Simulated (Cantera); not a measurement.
Cantera run:

```python
import numpy as np
import cantera as ct

gas_names = """
    O3 H
""".split()
cond_names = """
    CuO2H2(s) Cu(cr) Cu(L)
""".split()


def load(file, names, dense=False):
    # The tables refer to 1 bar. Condensed volumes are neglected.
    table = {s.name: s for s in ct.Species.list_from_file(file)}
    out = []
    for n in names:
        d = dict(table[n].input_data)
        d["thermo"] = dict(d["thermo"], **{"reference-pressure": 1e5})
        if dense:
            d["equation-of-state"] = {"model": "constant-volume", "density": "1e6 g/cm^3"}
        out.append(ct.Species.from_dict(d))
    return out


species = {s.name: s for s in load("nasa_gas.yaml", gas_names) + load("nasa_condensed.yaml", cond_names)}
# Each term lists the table entries of one substance; the one whose range holds T is used.
reactions = {
    '3 Cu(OH)2 = 2 O3(g) + 6 H(g) + 3 Cu':
        [(-3, ['CuO2H2(s)']), (2, ['O3']), (6, ['H']), (3, ['Cu(cr)', 'Cu(L)'])],
}


def pick(names, T):
    return next(species[n] for n in names if species[n].thermo.min_temp <= T <= species[n].thermo.max_temp)


results = []
for label, terms in reactions.items():
    print(label)
    print("     T/K   dH/kJ  dS/(J/K)   dG/kJ   log10 K")
    for T in [300, 498, 523, 548, 573, 598, 623, 648]:
        used = [(nu, pick(names, T)) for nu, names in terms]
        dH = sum(nu * s.thermo.h(T) for nu, s in used) / 1e6
        dS = sum(nu * s.thermo.s(T) for nu, s in used) / 1e3
        dG = dH - T * dS / 1e3
        logK = -dG * 1e6 / (ct.gas_constant * T * np.log(10))
        results.append((label, T, dH, dS, dG, logK, [s.name for _, s in used]))
        print(f"{T:8g} {dH:8.1f} {dS:8.1f} {dG:8.1f} {logK:8.2f}")
```

Output:

```
3 Cu(OH)2 = 2 O3(g) + 6 H(g) + 3 Cu
     T/K   dH/kJ  dS/(J/K)   dG/kJ   log10 K
     300   2942.7    940.6   2660.5  -463.23
     498   2940.7    935.5   2474.8  -259.57
     523   2940.3    934.8   2451.4  -244.83
     548   2939.9    934.1   2428.0  -231.43
     573   2939.5    933.3   2404.7  -219.21
     598   2939.0    932.5   2381.4  -208.01
     623   2938.5    931.7   2358.1  -197.71
     648   2938.0    930.9   2334.8  -188.20
```

Source: NASA polynomial tables (part measured, part estimated), evaluated in Cantera. Condensed species are held in their standard states even where they would react or evaporate.
